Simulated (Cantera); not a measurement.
A perfectly stirred reactor is fed with H₂ : O₂ = 0.0056 : 0.11 (molar parts), equivalence ratio 0.025, at 10.00 Torr; it is held at 1075 K, and followed from long to short residence time.

Detailed kinetics in Cantera: the H2/O2 subset of GRI-Mech 3.0, which has no nitrogen chemistry. Radical loss at walls, strong at low pressure, is not modelled. The temperature is held fixed by assumption; the heat of reaction is taken as removed at once.

x: mole fraction; the columns are a selection and need not sum to one.

| τ (s) | x H₂ | x O₂ | x HO₂ | x H | x H₂O |
|---|---|---|---|---|---|
| 0.79 | 0.000309 | 0.948 | ? | 0.000223 | 0.0488 |
| 0.42 | 0.000443 | 0.947 | ? | 0.000407 | 0.0485 |
| 0.22 | 0.000642 | 0.945 | ? | 0.000740 | 0.0479 |
| 0.12 | 0.000910 | 0.943 | ? | 0.00127 | 0.0472 |
| 0.064 | 0.00131 | 0.940 | ? | 0.00213 | 0.0461 |
| 0.034 | 0.00191 | 0.937 | 4.90e-6 | 0.00342 | 0.0446 |
| 0.018 | 0.00283 | 0.933 | 5.25e-6 | 0.00513 | 0.0424 |
| 0.0096 | 0.00423 | 0.930 | 5.50e-6 | 0.00702 | 0.0397 |
| 0.0051 | 0.00647 | 0.928 | 5.63e-6 | 0.00872 | 0.0363 |
| 0.0027 | 0.0101 | 0.929 | 5.63e-6 | 0.00968 | 0.0318 |

Problem. Complete the blanks.

Solution. 
- 0.79, x HO₂: 2.49e-6
- 0.42, x HO₂: 2.97e-6
- 0.22, x HO₂: 3.49e-6
- 0.12, x HO₂: 3.98e-6
- 0.064, x HO₂: 4.47e-6
